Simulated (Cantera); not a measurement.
# Thermodynamics of calcination and drying, feed Mg(OH)2 + H2 + CO2

Feed: 1 mol Mg(OH)2, 0.15 mol H2, 0.13 mol CO2, held at 13.3 mbar.

These are equilibrium values from Cantera (NASA tables, ideal gas, pure condensed phases), not measurements of a reactor. Candidate condensed phases: C, C6H6, C7H8, C8H18, H2O, Mg, MgCO3, MgO, Mg(OH)2; 116 gas species. Rates play no part.

From 798 K to 2098 K the condensed part is MgO(s).

```
T (K)  x H2O    x H2   x CO2     x CO      x OH       x H      x O2       x O  n MgO(s)
-----  -----  ------  ------  -------  --------  --------  --------  --------  --------
798    0.785   0.114  0.0982  0.00333    <1e-12  7.79e-12    <1e-12    <1e-12      1.00
898    0.787   0.111  0.0957  0.00583  2.06e-12  3.16e-10    <1e-12    <1e-12      1.00
998    0.790   0.108  0.0928  0.00879  9.74e-11   6.13e-9    <1e-12    <1e-12      1.00
1098   0.793   0.105  0.0896   0.0120   2.31e-9   6.95e-8    <1e-12    <1e-12      1.00
1198   0.796   0.102  0.0864   0.0151   3.24e-8   5.26e-7    <1e-12    <1e-12      1.00
1298   0.799  0.0990  0.0834   0.0181   3.05e-7   2.92e-6  3.43e-11  8.65e-12      1.00
1398   0.802  0.0963  0.0806   0.0209   2.09e-6   1.27e-5   1.00e-9  2.51e-10      1.00
1498   0.805  0.0937  0.0781   0.0235   1.11e-5   4.56e-5   1.88e-8   4.68e-9      1.00
1598   0.807  0.0914  0.0758   0.0257   4.79e-5  0.000139   2.45e-7   6.07e-8     1.000
1698   0.809  0.0893  0.0738   0.0278  0.000174  0.000374   2.38e-6   5.85e-7     1.000
1798   0.810  0.0874  0.0719   0.0296  0.000549  0.000901   1.80e-5   4.39e-6     1.000
1898   0.809  0.0857  0.0701   0.0312   0.00153   0.00198  0.000110   2.66e-5     1.000
1998   0.805  0.0848  0.0682   0.0329   0.00382   0.00404  0.000547  0.000133     1.000
2098   0.794  0.0858  0.0655   0.0349   0.00857   0.00781   0.00220  0.000557     0.999
```
x: gas mole fraction; n: condensed amount in mol.
